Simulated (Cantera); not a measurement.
A closed system holds: 1 mol Ta₂O₅, 4 mol C, 5.1 mol H₂, equilibrated at 91.0 Pa.

Method: chemical equilibrium by Gibbs-energy minimisation in Cantera with the NASA 1993 tables (ideal gas, pure condensed phases). Candidate condensed phases: C, C₆H₆, C₇H₈, C₈H₁₈, H₂O, Ta, TaC, Ta₂O₅; 113 gas species. Mutual solubility and eutectic melting of coexisting phases are not modelled. Condensed phases not in the tables: Ta₂C, N, O or C dissolved in the metal. Equilibrium is a limit: real reactors are often held back by kinetics, nucleation or transport. All values below are at 2225 K.

Base state: H₂ 0.428, CO 0.392, H 0.141, TaO₂ 0.0308, TaO 0.00650, H₂O 0.00169, CO₂ 0.000289, OH 8.04e-5 (mole fractions); condensed: Ta(s) + Ta₂O₅(l).

Problem. What changes in the equilibrium state with this change: Ta₂O₅ replaced by SiO₂?

Solution. 
```tsv
species	before	after
H₂	0.428	0.532
CO	0.392	0.236
H	0.141	0.157
Si	0	0.0596
TaO₂	0.0308	0
TaO	0.00650	0
SiC₂	0	0.00629
Si₂C	0	0.00380
Ta(s), mol	1.51	0
Ta₂O₅(l), mol	0.0570	0
C(graphite), mol	0	1.51
SiC(s), mol	0	0.351
```
Gases not in the tables: Si₂H₆ and higher silanes. Further candidate phases: Si, SiC, SiO₂.
